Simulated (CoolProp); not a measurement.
Vapour pressure (MPa) of dimethyl ether: the reference equation beside estimates from Tc = 400.4 K, pc = 5.337 MPa, ω = 0.196. Clausius-Clapeyron is anchored at 183.9 K with a constant enthalpy of vaporisation of 24.57 kJ/mol.

Model: reference Helmholtz-energy equation of state, Wu 2011, in CoolProp.

```
T (K)  reference  Clausius-Clapeyron  van der Waals  Peng-Robinson
-----  ---------  ------------------  -------------  -------------
183.9   0.001875            0.001875        0.08156       0.002052
191.4   0.003509            0.003519         0.1087       0.003772
198.9   0.006219            0.006298         0.1419       0.006584
206.5    0.01057             0.01088         0.1825        0.01105
214      0.01711             0.01796         0.2299        0.01769
221.5    0.02664             0.02867         0.2854        0.02732
229.1    0.04034             0.04463         0.3506        0.04107
236.6    0.05894             0.06717         0.4244        0.05965
244.1    0.08383             0.09859         0.5081        0.08445
```

Absolute difference from the reference over all 9 rows, mean and median: Clausius-Clapeyron 6.6 and 5.0 %, van der Waals 1685.1 and 1243.7 %, Peng-Robinson 4.1 and 3.4 %.
